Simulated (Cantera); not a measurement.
Feed: 1 mol B2H6, 0.19 mol NH3, 1.5 mol N2, held at 0.00480 bar.

These are equilibrium values from Cantera (NASA tables, ideal gas, pure condensed phases), not measurements of a reactor. Candidate condensed phases: B, BN; 15 gas species. The feed counts by its element totals alone. Mutual solubility and eutectic melting of coexisting phases are not modelled. The tables' values for BH2 are old estimates; treat these amounts as uncertain. The numbers say what is thermodynamically allowed, not how fast it happens.

x: gas mole fraction; n: condensed amount in mol.

```tsv
T (K)	x H2	x N2	x H	x B	n BN(s)	n B(s)	n B(l)
773	0.847	0.153	1.21e-11	<1e-12	2.00	0	0
973	0.847	0.153	1.44e-8	<1e-12	2.00	0	0
1173	0.847	0.153	1.57e-6	<1e-12	2.00	0	0
1373	0.847	0.153	4.42e-5	<1e-12	2.00	0	0
1573	0.846	0.153	0.000540	?	2.00	0	0
1773	0.843	0.153	0.00377	?	2.00	0	0
1973	0.830	0.152	0.0177	?	2.00	0	0
2173	0.678	0.264	0.0573	?	0.741	1.25	0
2373	0.544	0.301	0.149	?	0	0	1.96
```

Q: Some entries are withheld; supply them.

A: 
- 1573, x B: 2.21e-11
- 1773, x B: 2.29e-8
- 1973, x B: 5.76e-6
- 2173, x B: 0.000392
- 2373, x B: 0.00500
